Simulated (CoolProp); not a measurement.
Computed with CoolProp (reference Helmholtz-energy equation of state, Gao 2016).

Problem. For sulfur dioxide, give the phase and the Z, speed of sound (m/s), expansivity (1/kK) at 436.9 K and 12.5 MPa; 454.5 K and 12.5 MPa; 472.1 K and 12.5 MPa.

Solution. 
- 436.9 K and 12.5 MPa: supercritical; Z 0.258, speed of sound 334, expansivity 9.28
- 454.5 K and 12.5 MPa: supercritical; Z 0.317, speed of sound 242, expansivity 20.8
- 472.1 K and 12.5 MPa: supercritical; Z 0.459, speed of sound 217, expansivity 19.8
